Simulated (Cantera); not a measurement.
## Transport properties of process gases

Gas mixture: C2H6 = 0.69 (molar parts), at 3750 Torr, frozen composition.

Cantera's kinetic-theory transport with the Lennard-Jones parameters of GRI-Mech 3.0, ideal gas; thermal conductivity in the multicomponent form. The composition is frozen, though it would react at the higher temperatures.

```csv
T (K),ρ (kg/m³),cp (J/kg/K),μ (µPa s),λ (mW/m/K),Pr,D (cm²/s) H2,D (cm²/s) NO,D (cm²/s) NH3
400,4.52,2167,12.3,35.5,0.752,0.191,0.0498,0.0520
550,3.29,2784,16.2,60.1,0.753,0.329,0.0875,0.0962
700,2.58,3308,19.7,86.6,0.753,0.495,0.133,0.151
850,2.13,3717,22.9,113,0.752,0.685,0.185,0.215
1000,1.81,4080,25.7,140,0.751,0.899,0.244,0.288
1150,1.57,4365,28.4,165,0.750,1.13,0.308,0.369
```
D: mixture-averaged diffusion coefficient of that species in the mixture.
